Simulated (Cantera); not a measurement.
Charge: 1 mol Ti(OiPr)₄, a varied amount of O₂, held at 750 Torr.

Points: T (K) = 1075, 1175, 1275, 1375, 1475, 1575, 1675, 1775, 1875, 1975, 2075, 2175; n(O2) (mol) = 1.2, 1.4, 1.8, 2.2, 2.7, 3.3, 4.1, 5.1, 6.3, 7.8, 9.7, 12.

Cantera's Mixture.equilibrate('TP', solver="vcs", rtol=1e-11, max_steps=5000) on the NASA tables stopped like this:

```
*******************************************************************************
CanteraError thrown by VCS_SOLVE::solve_tp_inner:
vcs_solve_TP: ERROR on step change wt[110:Ti4O7(s)]: -6.938893903907228e-18 < 0.0
*******************************************************************************
```

**Question.** What got this run through?

**Answer.** One answer among several that fit: The failure is numerical, not chemical. The same input converged with solver="gibbs", rtol=1e-10, max_steps=50000, and the result passed a check of the equilibrium conditions:
```
   1075        1.2  C(gr) + TiO2(ru)
   1075        1.4  C(gr) + TiO2(ru)
   1075        1.8  C(gr) + TiO2(ru)
   1075        2.2  C(gr) + TiO2(ru)
   1075        2.7  C(gr) + TiO2(ru)
   1075        3.3  C(gr) + TiO2(ru)
   1075        4.1  C(gr) + TiO2(ru)
   1075        5.1  C(gr) + TiO2(ru)
   1075        6.3  TiO2(ru)
   1075        7.8  TiO2(ru)
   1075        9.7  TiO2(ru)
   1075         12  TiO2(ru)
   1175        1.2  C(gr) + TiO2(ru)
   1175        1.4  C(gr) + TiO2(ru)
   1175        1.8  C(gr) + TiO2(ru)
   1175        2.2  C(gr) + TiO2(ru)
   1175        2.7  C(gr) + TiO2(ru)
   1175        3.3  C(gr) + TiO2(ru)
   1175        4.1  C(gr) + TiO2(ru)
   1175        5.1  C(gr) + TiO2(ru)
   1175        6.3  TiO2(ru)
   1175        7.8  TiO2(ru)
   1175        9.7  TiO2(ru)
   1175         12  TiO2(ru)
   1275        1.2  C(gr) + TiO2(ru)
   1275        1.4  C(gr) + TiO2(ru)
   1275        1.8  C(gr) + TiO2(ru)
   1275        2.2  C(gr) + TiO2(ru)
   1275        2.7  C(gr) + TiO2(ru)
   1275        3.3  C(gr) + TiO2(ru)
   1275        4.1  C(gr) + TiO2(ru)
   1275        5.1  TiO2(ru)
   1275        6.3  TiO2(ru)
   1275        7.8  TiO2(ru)
   1275        9.7  TiO2(ru)
   1275         12  TiO2(ru)
   1375        1.2  C(gr) + Ti3O5(b)
   1375        1.4  C(gr) + Ti3O5(b)
   1375        1.8  C(gr) + Ti4O7(s)
   1375        2.2  C(gr) + Ti4O7(s)
   1375        2.7  C(gr) + Ti4O7(s)
   1375        3.3  C(gr) + Ti4O7(s)
   1375        4.1  C(gr) + Ti4O7(s)
   1375        5.1  TiO2(ru)
   1375        6.3  TiO2(ru)
   1375        7.8  TiO2(ru)
   1375        9.7  TiO2(ru)
   1375         12  TiO2(ru)
   1475        1.2  C(gr) + Ti3O5(b)
   1475        1.4  C(gr) + Ti3O5(b)
   1475        1.8  C(gr) + Ti3O5(b)
   1475        2.2  C(gr) + Ti3O5(b)
   1475        2.7  C(gr) + Ti3O5(b)
   1475        3.3  C(gr) + Ti3O5(b)
   1475        4.1  C(gr) + Ti3O5(b)
   1475        5.1  TiO2(ru) + Ti4O7(s)
   1475        6.3  TiO2(ru)
   1475        7.8  TiO2(ru)
   1475        9.7  TiO2(ru)
   1475         12  TiO2(ru)
   1575        1.2  C(gr) + TiC(s)
   1575        1.4  C(gr) + TiC(s)
   1575        1.8  C(gr) + TiC(s)
   1575        2.2  C(gr) + TiC(s)
   1575        2.7  C(gr) + TiC(s)
   1575        3.3  C(gr) + TiC(s)
   1575        4.1  TiC(s) + Ti3O5(b)
   1575        5.1  Ti4O7(s)
   1575        6.3  TiO2(ru)
   1575        7.8  TiO2(ru)
   1575        9.7  TiO2(ru)
   1575         12  TiO2(ru)
   1675        1.2  C(gr) + TiC(s)
   1675        1.4  C(gr) + TiC(s)
   1675        1.8  C(gr) + TiC(s)
   1675        2.2  C(gr) + TiC(s)
   1675        2.7  C(gr) + TiC(s)
   1675        3.3  C(gr) + TiC(s)
   1675        4.1  TiC(s) + Ti2O3(b)
   1675        5.1  Ti4O7(s)
   1675        6.3  TiO2(ru)
   1675        7.8  TiO2(ru)
   1675        9.7  TiO2(ru)
   1675         12  TiO2(ru)
   1775        1.2  C(gr) + TiC(s)
   1775        1.4  C(gr) + TiC(s)
   1775        1.8  C(gr) + TiC(s)
   1775        2.2  C(gr) + TiC(s)
   1775        2.7  C(gr) + TiC(s)
   1775        3.3  C(gr) + TiC(s)
   1775        4.1  TiC(s) + Ti2O3(b)
   1775        5.1  Ti3O5(b)
   1775        6.3  TiO2(ru)
   1775        7.8  TiO2(ru)
   1775        9.7  TiO2(ru)
   1775         12  TiO2(ru)
   1875        1.2  C(gr) + TiC(s)
   1875        1.4  C(gr) + TiC(s)
   1875        1.8  C(gr) + TiC(s)
   1875        2.2  C(gr) + TiC(s)
   1875        2.7  C(gr) + TiC(s)
   1875        3.3  C(gr) + TiC(s)
   1875        4.1  TiC(s) + Ti2O3(b)
   1875        5.1  Ti3O5(b)
   1875        6.3  TiO2(ru)
   1875        7.8  TiO2(ru)
   1875        9.7  TiO2(ru)
   1875         12  TiO2(ru)
   1975        1.2  C(gr) + TiC(s)
   1975        1.4  C(gr) + TiC(s)
   1975        1.8  C(gr) + TiC(s)
   1975        2.2  C(gr) + TiC(s)
   1975        2.7  C(gr) + TiC(s)
   1975        3.3  C(gr) + TiC(s)
   1975        4.1  TiC(s) + Ti2O3(b)
   1975        5.1  Ti3O5(b)
   1975        6.3  Ti4O7(L)
   1975        7.8  TiO2(ru)
   1975        9.7  TiO2(ru)
   1975         12  TiO2(ru)
   2075        1.2  C(gr) + TiC(s)
   2075        1.4  C(gr) + TiC(s)
   2075        1.8  C(gr) + TiC(s)
   2075        2.2  C(gr) + TiC(s)
   2075        2.7  C(gr) + TiC(s)
   2075        3.3  C(gr) + TiC(s)
   2075        4.1  TiC(s) + Ti2O3(b)
   2075        5.1  Ti4O7(L)
   2075        6.3  Ti4O7(L)
   2075        7.8  Ti4O7(L)
   2075        9.7  TiO2(ru)
   2075         12  TiO2(ru)
   2175        1.2  C(gr) + TiC(s)
   2175        1.4  C(gr) + TiC(s)
   2175        1.8  C(gr) + TiC(s)
   2175        2.2  C(gr) + TiC(s)
   2175        2.7  C(gr) + TiC(s)
   2175        3.3  C(gr) + TiC(s)
   2175        4.1  TiC(s) + TiO(L)
   2175        5.1  Ti3O5(L)
   2175        6.3  Ti4O7(L)
   2175        7.8  Ti4O7(L)
   2175        9.7  Ti4O7(L)
   2175         12  TiO2(L)
```

The gas is ideal and each condensed phase is pure. The feed counts by its element totals alone. Mutual solubility and eutectic melting of coexisting phases are not modelled. TiC, TiO: taken at fixed stoichiometry. Condensed phases not in the tables: Magnéli phases beyond Ti4O7, solid solutions among these carbides, nitrides and lower oxides.
